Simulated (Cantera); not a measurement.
## SiH4 + N2 + H2 (silicon nitride deposition)

Charge: 1 mol SiH4, 0.66 mol N2, 0.17 mol H2, equilibrated at 0.590 bar.

Cantera equilibrium calculation (NASA polynomials, part measured and part estimated; ideal gas, pure solids and liquids). Candidate condensed phases: Si, Si3N4; 18 gas species. N2 is the only nitrogen source here; it is nearly inert below about 1500 K, so the nitride shown seldom forms there in practice. Mutual solubility and eutectic melting of coexisting phases are not modelled. The tables' values for SiN are old estimates; treat these amounts as uncertain. Gases not in the tables: Si2H6 and higher silanes. The numbers say what is thermodynamically allowed, not how fast it happens.

```json
[
 {"T (K)": "1450", "x H2": "1.000", "x N2": "2.90e-5", "x H": "1.23e-5", "x Si": "5.22e-9", "x SiH2": "7.69e-7", "n Si(s)": "0.0101", "n Si3N4(s)": "0.330", "n Si(l)": "0"},
 {"T (K)": "1550", "x H2": "1.000", "x N2": "0.000208", "x H": "4.10e-5", "x Si": "5.63e-8", "x SiH2": "2.79e-6", "n Si(s)": "0.0107", "n Si3N4(s)": "0.330", "n Si(l)": "0"},
 {"T (K)": "1650", "x H2": "0.999", "x N2": "0.00117", "x H": "0.000118", "x Si": "4.54e-7", "x SiH2": "8.65e-6", "n Si(s)": "0.0138", "n Si3N4(s)": "0.329", "n Si(l)": "0"},
 {"T (K)": "1750", "x H2": "0.993", "x N2": "0.00644", "x H": "0.000302", "x Si": "2.54e-6", "x SiH2": "2.07e-5", "n Si(s)": "0", "n Si3N4(s)": "0.323", "n Si(l)": "0.0311"},
 {"T (K)": "1850", "x H2": "0.966", "x N2": "0.0330", "x H": "0.000689", "x Si": "1.09e-5", "x SiH2": "4.07e-5", "n Si(s)": "0", "n Si3N4(s)": "0.293", "n Si(l)": "0.121"},
 {"T (K)": "1950", "x H2": "0.856", "x N2": "0.142", "x H": "0.00138", "x Si": "4.04e-5", "x SiH2": "6.79e-5", "n Si(s)": "0", "n Si3N4(s)": "0.150", "n Si(l)": "0.549"},
 {"T (K)": "2050", "x H2": "0.764", "x N2": "0.233", "x H": "0.00258", "x Si": "0.000131", "x SiH2": "0.000107", "n Si(s)": "0", "n Si3N4(s)": "0", "n Si(l)": "0.999"}
]
```
x: gas mole fraction; n: condensed amount in mol.

From 1450 K to 1650 K the condensed part is Si(s) + Si3N4(s). From 1750 K to 1950 K the condensed part is Si(l) + Si3N4(s). At 2050 K the condensed part is Si(l). The main Si-bearing gas is SiH2 at 1450 K and Si at 2050 K.
